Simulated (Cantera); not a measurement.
**Thermodynamics of roasting and sulfation, feed FeS + O₂ + H₂O**

Charge: 1 mol FeS, 0.69 mol O₂, 2.2 mol H₂O, equilibrated at 400 °C.

Equilibrium computed with Cantera from the NASA thermochemical tables; the gas is ideal and each condensed phase is pure. Candidate condensed phases: Fe, FeO, Fe(OH)₂, Fe(OH)₃, FeS, FeSO₄, FeS₂, Fe₂O₃, Fe₂(SO₄)₃, Fe₃O₄, H₂O, H₂SO₄, S; 22 gas species. Gases not in the tables: S₃ to S₇. Rates play no part.

```json
[
 {"P (Pa)": "1000", "log p H₂O": "-2.05", "log p SO₂": "-2.96", "log p H₂S": "-4.78", "log p S₂": "-5.89", "log p H₂": "-6.23", "log p S₂O": "-7.03", "log p SO": "-10.22", "n FeS₂(s)": "0.364", "n Fe₃O₄(s)": "0.212", "n Fe₂O₃(s)": "0", "n FeSO₄(s)": "0"},
 {"P (Pa)": "3500", "log p H₂O": "-1.51", "log p SO₂": "-2.42", "log p H₂S": "-4.30", "log p S₂": "-5.62", "log p H₂": "-5.89", "log p S₂O": "-6.56", "log p SO": "-9.88", "n FeS₂(s)": "0.364", "n Fe₃O₄(s)": "0.212", "n Fe₂O₃(s)": "0", "n FeSO₄(s)": "0"},
 {"P (Pa)": "13000", "log p H₂O": "-0.94", "log p SO₂": "-1.85", "log p H₂S": "-3.80", "log p S₂": "-5.33", "log p H₂": "-5.53", "log p S₂O": "-6.06", "log p SO": "-9.53", "n FeS₂(s)": "0.364", "n Fe₃O₄(s)": "0.212", "n Fe₂O₃(s)": "0", "n FeSO₄(s)": "0"},
 {"P (Pa)": "45000", "log p H₂O": "-0.40", "log p SO₂": "-1.31", "log p H₂S": "-3.33", "log p S₂": "-5.06", "log p H₂": "-5.19", "log p S₂O": "-5.59", "log p SO": "-9.19", "n FeS₂(s)": "0.365", "n Fe₃O₄(s)": "0.212", "n Fe₂O₃(s)": "0", "n FeSO₄(s)": "0"},
 {"P (Pa)": "160000", "log p H₂O": "0.16", "log p SO₂": "-0.82", "log p H₂S": "-2.83", "log p S₂": "-4.81", "log p H₂": "-4.82", "log p S₂O": "-5.15", "log p SO": "-8.88", "n FeS₂(s)": "0.384", "n Fe₃O₄(s)": "0", "n Fe₂O₃(s)": "0.308", "n FeSO₄(s)": "0"},
 {"P (Pa)": "560000", "log p H₂O": "0.70", "log p SO₂": "-0.28", "log p H₂S": "-2.33", "log p S₂": "-4.51", "log p H₂": "-4.47", "log p S₂O": "-4.66", "log p SO": "-8.54", "n FeS₂(s)": "0.384", "n Fe₃O₄(s)": "0", "n Fe₂O₃(s)": "0.308", "n FeSO₄(s)": "0"},
 {"P (Pa)": "2000000", "log p H₂O": "1.28", "log p SO₂": "0.02", "log p H₂S": "-1.79", "log p S₂": "-4.35", "log p H₂": "-4.01", "log p S₂O": "-4.38", "log p SO": "-8.34", "n FeS₂(s)": "0.393", "n Fe₃O₄(s)": "0", "n Fe₂O₃(s)": "0.259", "n FeSO₄(s)": "0.0899"}
]
```
log p: log10 of the partial pressure in bar; n: condensed amount in mol.

From 10.0 mbar to 0.450 bar the condensed part is FeS₂(s) + Fe₃O₄(s). From 1.60 bar to 5.60 bar the condensed part is FeS₂(s) + Fe₂O₃(s). At 20.0 bar the condensed part is FeSO₄(s) + FeS₂(s) + Fe₂O₃(s).
